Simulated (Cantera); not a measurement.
## Hydrocarbon pyrolysis for carbon deposition

An isothermal, constant-pressure homogeneous reactor starts with 14.9 % CH4, 85.1 % N2, at 1625 K and 1.00 atm.

Detailed kinetics in Cantera: GRI-Mech 3.0 (53 species, 325 reactions). GRI-Mech 3.0 stops at C3 and has no aromatics, soot or wall deposition, so with more carbon than oxygen in the feed, carbon stays in small species such as C2H2 where larger ones or solid carbon would form.

```csv
t (s),x CH4,x CH3,x C2H2,x H,x C2H4,x C2H6,x H2
0.000300,0.149,0.000211,2.37e-7,2.27e-7,2.30e-5,4.50e-5,0.000198
0.000949,0.148,0.000371,1.37e-5,5.48e-7,0.000279,0.000263,0.00105
0.00300,0.141,0.000534,0.000549,2.12e-6,0.00216,0.000643,0.00688
0.00949,0.122,0.000428,0.00755,6.10e-6,0.00407,0.000401,0.0314
0.0300,0.0900,0.000275,0.0240,1.17e-5,0.00165,0.000152,0.0755
0.0949,0.0512,0.000151,0.0418,1.87e-5,0.000865,4.21e-5,0.127
0.300,0.0208,6.42e-5,0.0550,2.55e-5,0.000889,7.16e-6,0.167
0.949,0.00760,2.47e-5,0.0607,2.95e-5,0.00101,1.24e-6,0.184
3.00,0.00504,1.67e-5,0.0618,3.05e-5,0.00104,7.19e-7,0.187
```
x: mole fraction; the columns are a selection and need not sum to one.

Equilibrium at this temperature and pressure: CH4 0.00331, CH3 1.09e-5, C2H2 0.0260, H 3.08e-5, C2H4 0.000446, C2H6 3.08e-7, H2 0.190 (gas phase only).
